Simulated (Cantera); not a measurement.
Feed: 1 mol borazine, 0.067 mol O2, held at 0.0140 bar.

Method: chemical equilibrium by Gibbs-energy minimisation in Cantera with the NASA 1993 tables (ideal gas, pure condensed phases). Candidate condensed phases: B, BN, B2O3, B3O3H3, H2O; 39 gas species. The feed counts by its element totals alone. Mutual solubility and eutectic melting of coexisting phases are not modelled. Rates play no part.

Question: Which condensed phases are stable at each of these points (T (K)): 1148, 1223, 1298, 1373, 1448, 1523, 1598, 1673, 1748?

Answer: 
```tsv
T (K)	condensed phases	B condensed (%)
1148	BN(s) + B2O3(l)	100.0
1223	BN(s) + B2O3(l)	100.0
1298	BN(s) + B2O3(l)	99.9
1373	BN(s) + B2O3(l)	99.8
1448	BN(s) + B2O3(l)	99.4
1523	BN(s) + B2O3(l)	98.1
1598	BN(s)	96.6
1673	BN(s)	96.2
1748	BN(s)	95.8
```

From 1148 K to 1523 K the condensed part is BN(s) + B2O3(l). From 1598 K to 1748 K the condensed part is BN(s).
